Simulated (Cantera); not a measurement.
Oxide etching and cleaning by halides: SiO2 + HF + O2

Feed: 1 mol SiO2, 38 mol HF, 11 mol O2, at 625 K and 0.00825 Torr.

Method: chemical equilibrium by Gibbs-energy minimisation in Cantera with the NASA 1993 tables (ideal gas, pure condensed phases). Candidate condensed phases: H2O, Si, SiO2; 38 gas species. Rates play no part.

```json
{
 "x(HF)": "0.708",
 "x(O2)": "0.229",
 "x(H2O)": "0.0417",
 "x(SiF4)": "0.0208",
 "gas_amount": "48.00 mol",
 "log10 activity of Si(s) (absent)": "-63.85"
}
```
